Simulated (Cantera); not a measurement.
A closed system holds: 1 mol Cu2O, 0.57 mol CH4, 1 mol H2, held at 1998.15 K and 1.33 mbar.

Cantera equilibrium calculation (NASA polynomials, part measured and part estimated; ideal gas, pure solids and liquids). Candidate condensed phases: C, C6H6, C7H8, C8H18, Cu, CuO, Cu(OH)2, Cu2O, H2O; 113 gas species. The numbers say what is thermodynamically allowed, not how fast it happens.

Question: What is the equilibrium state?

Answer: 
| Item | Value |
|---|---|
| x(Cu) | 0.419 |
| x(H2) | 0.351 |
| x(CO) | 0.114 |
| x(H2O) | 0.0835 |
| x(H) | 0.0261 |
| x(CO2) | 0.00590 |
| x(OH) | 0.000617 |
| x(Cu2) | 0.000227 |
| x(O) | 3.35e-5 |
| gas amount | 4.773 mol |
| log10 activity of Cu(l) (absent) | -0.88 |
| log10 activity of C(graphite) (absent) | -7.12 |
